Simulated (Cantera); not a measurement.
Feed: 1 mol AlN, 1.5 mol HCl, 15 mol H2, equilibrated at 1975 K and 0.645 Torr.

Cantera equilibrium calculation (NASA polynomials, part measured and part estimated; ideal gas, pure solids and liquids). The tables' values for AlCl2 are old estimates; treat these amounts as uncertain. Kinetics and transport are ignored.

```csv
species,before,after
H2,0.844,0.930
HCl,0.0281,0.0482
AlCl3,1.95e-6,0.0142
AlCl,0.0541,3.63e-8
H,0.0429,1.83e-8
N2,0.0279,0.00712
Al,0.00147,<1e-9
Cl,0.00107,<1e-9
AlH,1.17e-5,<1e-9
AlCl2,0.000227,1.54e-6
"AlN(s), mol",0,0.765
```
Gas species are given as mole fractions.

### Question
Which change was made?
A. temperature from 1975 K to 950 K
B. pressure from 0.645 Torr to 7.50 Torr
C. pressure from 0.645 Torr to 75.0 Torr
D. temperature from 1975 K to 1850 K

### Answer
A, temperature from 1975 K to 950 K
